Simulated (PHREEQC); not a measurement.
Solution (25 °C): 0.13 mol HCl, 0.38 mol FeSO4 and 0.021 mol NiSO4 per kg of water. Closed to the air; pH follows from the charge balance.

Model: ion-association model, wateq4f.dat, run in PHREEQC.

| quantity | before | after |
|---|---|---|
| pH | 1.70 | 1.46 |
| ionic strength (mol/kgw) | 0.818 | 0.854 |
| FeSO4 (mol/kgw) | 0.147 | 0.124 |
| SO4-2 (mol/kgw) | 0.140 | 0.118 |
| SI of Melanterite (FeSO4:7H2O) | -0.83 | -0.91 |
| SI of Morenosite (NiSO4:7H2O) | -1.83 | -1.88 |

Question: Name the change that produced these shifts.
(A) NiSO4 from 0.021 to 0.0042 mol/kgw
(B) FeSO4 from 0.38 to 0.19 mol/kgw
(C) NiSO4 from 0.021 to 0.0315 mol/kgw
(D) HCl from 0.13 to 0.195 mol/kgw

Answer: D, HCl from 0.13 to 0.195 mol/kgw

Precipitation was switched off in this run. The ionic strength passes 0.7 mol/kgw, the rough limit of the ion-association models, in every such run.
